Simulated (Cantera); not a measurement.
Feed: 1 mol CCl4, 1.5 mol F2, a varied amount of H2, equilibrated at 2025 K and 1.60e-5 bar.

Equilibrium computed with Cantera from the NASA thermochemical tables; the gas is ideal and each condensed phase is pure. Candidate condensed phases: C, C6H6, C7H8, C8H18; 118 gas species. Rates play no part.

### Question
At 3.5 mol H2, list the 6 most abundant gas species with their mole fractions, and the condensed phases.

### Answer
HF 0.344, Cl 0.265, HCl 0.195, H 0.127, H2 0.0692, F 0.000286. Condensed: C(graphite).
